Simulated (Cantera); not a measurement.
**CHF₃ + HCl + HF (fluorocarbon and chlorocarbon gases)**

Input: 1 mol CHF₃, 2.6 mol HCl, 0.00099 mol HF, held at 0.00250 bar.

Cantera equilibrium calculation (NASA polynomials, part measured and part estimated; ideal gas, pure solids and liquids). Candidate condensed phases: C, C₆H₆, C₇H₈, C₈H₁₈; 118 gas species. The tables' values for CCl are old estimates; treat these amounts as uncertain. The numbers say what is thermodynamically allowed, not how fast it happens.

```json
[
 {"T (K)": "2275", "log p HF": "-2.88", "log p Cl": "-3.05", "log p H": "-4.83", "log p F": "-5.15", "log p HCl": "-3.60", "log p C": "-8.26", "log p C₃": "-7.98", "log p CF": "-6.96", "n C(graphite)": "0.999"},
 {"T (K)": "2475", "log p HF": "-2.89", "log p Cl": "-3.03", "log p H": "-4.15", "log p F": "-4.75", "log p HCl": "-3.73", "log p C": "-6.93", "log p C₃": "-6.47", "log p CF": "-6.27", "n C(graphite)": "0.995"},
 {"T (K)": "2675", "log p HF": "-2.93", "log p Cl": "-3.01", "log p H": "-3.74", "log p F": "-4.26", "log p HCl": "-4.02", "log p C": "-5.80", "log p C₃": "-5.20", "log p CF": "-5.53", "n C(graphite)": "0.936"},
 {"T (K)": "2875", "log p HF": "-3.03", "log p Cl": "-3.04", "log p H": "-3.48", "log p F": "-3.81", "log p HCl": "-4.41", "log p C": "-4.83", "log p C₃": "-4.11", "log p CF": "-4.86", "n C(graphite)": "0.219"},
 {"T (K)": "3075", "log p HF": "-3.20", "log p Cl": "-3.08", "log p H": "-3.28", "log p F": "-3.48", "log p HCl": "-4.79", "log p C": "-4.32", "log p C₃": "-4.14", "log p CF": "-4.67", "n C(graphite)": "0"},
 {"T (K)": "3275", "log p HF": "-3.49", "log p Cl": "-3.13", "log p H": "-3.15", "log p F": "-3.28", "log p HCl": "-5.18", "log p C": "-3.95", "log p C₃": "-4.42", "log p CF": "-4.68", "n C(graphite)": "0"},
 {"T (K)": "3475", "log p HF": "-3.89", "log p Cl": "-3.17", "log p H": "-3.09", "log p F": "-3.19", "log p HCl": "-5.57", "log p C": "-3.73", "log p C₃": "-4.99", "log p CF": "-4.88", "n C(graphite)": "0"}
]
```
log p: log10 of the partial pressure in bar; n: condensed amount in mol.

From 2275 K to 2875 K the condensed part is C(graphite). From 3075 K to 3475 K nothing is condensed. The main C-bearing gas is CF at 2275 K and C at 3475 K.
